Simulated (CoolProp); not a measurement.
Saturated liquid density (kg/m³) of water: the reference equation beside estimates from Tc = 647.1 K, pc = 22060 kPa, ω = 0.344. Rackett uses Z = 0.29056 − 0.08775 ω.

The numbers come from the reference Helmholtz-energy equation of state, Wagner 2002 in CoolProp.

| T (K) | reference | Rackett | Soave-Redlich-Kwong |
|---|---|---|---|
| 450.3 | 890.0 | 739.5 | 648.2 |
| 459.1 | 880.6 | 730.3 | 639.8 |
| 468 | 870.6 | 720.9 | 631.0 |
| 476.8 | 860.4 | 711.3 | 621.9 |
| 485.7 | 849.6 | 701.5 | 612.3 |
| 494.5 | 838.5 | 691.5 | 602.4 |
| 503.4 | 826.8 | 681.0 | 591.9 |
| 512.2 | 814.7 | 670.5 | 581.1 |
| 521.1 | 801.9 | 659.4 | 569.7 |
| 529.9 | 788.7 | 648.1 | 557.8 |
| 538.8 | 774.6 | 636.3 | 545.2 |
| 547.6 | 759.9 | 624.1 | 532.0 |

Absolute difference from the reference over all 12 rows, mean and median: Rackett 17.5 and 17.6 %, Soave-Redlich-Kwong 28.4 and 28.3 %.
